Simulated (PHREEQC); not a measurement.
Solution (40 °C): 0.017 mmol/kgw ZnCl2 and 0.0038 mmol/kgw FeSO4. Closed to the air; pH follows from the charge balance.

The numbers come from PHREEQC with the ion-association model, phreeqc.dat.

No solid was allowed to form.

**Question.** Predict the pH.

**Answer.** pH 6.53.

**Question.** In which forms is Zn present?

**Answer.** Zn+2 99 %, ZnOH+ 1.1 % of the Zn.

Complexes and solids missing from the database can't appear. Constants without temperature data keep their 25 °C values here.
